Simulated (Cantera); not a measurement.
Charge: 1 mol PbO, 3.9 mol H2, 34 mol N2, at 1273.15 K and 10.0 mbar.

These are equilibrium values from Cantera (NASA tables, ideal gas, pure condensed phases), not measurements of a reactor. Candidate condensed phases: H2O, Pb, PbO, PbO2, Pb3O4; 27 gas species. Equilibrium is a limit: real reactors are often held back by kinetics, nucleation or transport.

Base state: N2 0.874, H2 0.0745, H2O 0.0257, Pb 0.0257 (mole fractions); condensed: gas only.

Task: What changes in the equilibrium state with this change: H2 from 3.9 to 0.13 mol?

Result: 
```
species   before    after
-------  -------  -------
N2         0.874    0.967
PbO      5.81e-7   0.0227
Pb        0.0257  0.00577
H2        0.0745  6.17e-8
H2O       0.0257  0.00370
O2         <1e-9  0.00102
NO         <1e-9  2.56e-5
```
Gases not in the tables: (PbO)n polymers.
